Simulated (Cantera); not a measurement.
A closed system holds: 1 mol H₂O, 4 mol H₂, 3.1 mol N₂, equilibrated at 3048 K and 0.00110 bar.

Cantera equilibrium calculation (NASA polynomials, part measured and part estimated; ideal gas, pure solids and liquids). Candidate condensed phases: H₂O; 24 gas species. Kinetics and transport are ignored.

Base state: H 0.689, N₂ 0.223, O 0.0680, H₂ 0.0157, OH 0.00254, NO 0.000995, O₂ 0.000287, N 0.000269 (mole fractions); condensed: gas only.

**Question.** What changes in the equilibrium state with this change: H₂O replaced by HI?

**Answer.** 
```tsv
species	before	after
H	0.689	0.668
N₂	0.223	0.240
I	0	0.0774
O	0.0680	0
H₂	0.0157	0.0147
OH	0.00254	0
NO	0.000995	0
O₂	0.000287	0
H₂O	0.000167	0
HI	0	3.13e-5
```
Further candidate phases: I₂.
